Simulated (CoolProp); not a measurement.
Vapour-liquid equilibrium of benzene (1) + n-decane (2) at 0.055 MPa; x and y are mole fractions of (1).

Computed with CoolProp (multi-fluid Helmholtz-energy mixture model, Thol 2012 and Lemmon 2006; pair parameters Bell 2016).

| x | bubble temperature, mixture model (K) | bubble temperature, Raoult's law (K) | y, mixture model | y, Raoult's law |
|---|---|---|---|---|
| 0.05 | 410.1 | 409.6 | 0.380 | 0.398 |
| 0.125 | 392.4 | 393.0 | 0.680 | 0.680 |
| 0.2 | 379.3 | 381.2 | 0.817 | 0.810 |
| 0.275 | 369.7 | 372.2 | 0.886 | 0.878 |
| 0.35 | 362.5 | 365.2 | 0.923 | 0.918 |
| 0.425 | 356.9 | 359.4 | 0.946 | 0.944 |
| 0.5 | 352.5 | 354.6 | 0.961 | 0.960 |
| 0.575 | 348.8 | 350.5 | 0.971 | 0.972 |
| 0.65 | 345.7 | 346.9 | 0.979 | 0.981 |
| 0.725 | 343.0 | 343.7 | 0.985 | 0.987 |
| 0.8 | 340.5 | 340.9 | 0.990 | 0.992 |
| 0.875 | 338.2 | 338.3 | 0.994 | 0.995 |
| 0.95 | 336.0 | 336.0 | 0.998 | 0.998 |

The largest gap from Raoult's law is -2.7 K in bubble temperature, at x = 0.35. No azeotrope shows between x = 0.05 and 0.95.

The pair parameters rest on a limited set of measurements; away from them the model extrapolates. The gap from Raoult's law changes sign with composition, which may be real or a fault of the pair parameters; it wasn't checked against measurements.
